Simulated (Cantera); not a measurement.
An isothermal, constant-pressure homogeneous reactor starts with H2 : O2 : N2 = 0.014 : 1 : 0.99 (molar parts), at 1125 K and 0.0150 bar.

Cantera simulation using the H2/O2 subset of GRI-Mech 3.0, which has no nitrogen chemistry; the numbers are that mechanism's predictions, not measurements. Radical loss at walls, strong at low pressure, is not modelled.

x: mole fraction; the columns are a selection and need not sum to one.

```
t (s)        x H2   x O2     x HO2    x H2O2       x O     x H2O
--------  -------  -----  --------  --------  --------  --------
4.00e-5   0.00699  0.499  3.17e-11    <1e-12  5.23e-12    <1e-12
0.000104  0.00699  0.499  8.26e-11    <1e-12  2.97e-11  2.27e-12
0.000271  0.00699  0.499  2.15e-10    <1e-12  1.45e-10  2.89e-11
0.000704  0.00699  0.499  5.62e-10    <1e-12  6.64e-10  3.12e-10
0.00183   0.00699  0.499   1.48e-9    <1e-12   4.41e-9   3.84e-9
0.00477   0.00699  0.499         ?  3.04e-12         ?         ?
0.0124    0.00600  0.498   1.21e-6   1.19e-8  0.000617  0.000751
0.0323    4.35e-5  0.493   9.40e-7   1.56e-8   0.00494   0.00653
0.0839    2.80e-5  0.494   8.03e-7   1.45e-8   0.00352   0.00668
0.218     1.39e-5  0.496   5.89e-7   1.38e-8   0.00173   0.00683
0.568           ?  0.497         ?         ?         ?   0.00693
1.48      9.15e-7  0.497   1.31e-7   6.85e-9  0.000116   0.00698
3.84      1.72e-7  0.497   4.08e-8   2.75e-9   2.21e-5   0.00700
10.0      3.46e-8  0.497   1.12e-8  8.32e-10   4.52e-6   0.00700
```

**Question.** Some entries are withheld; supply them.

**Answer.** 
- 0.00477, x HO2: 4.83e-9
- 0.00477, x O: 1.44e-7
- 0.00477, x H2O: 1.66e-7
- 0.568, x H2: 4.29e-6
- 0.568, x HO2: 3.26e-7
- 0.568, x H2O2: 1.13e-8
- 0.568, x O: 0.000536
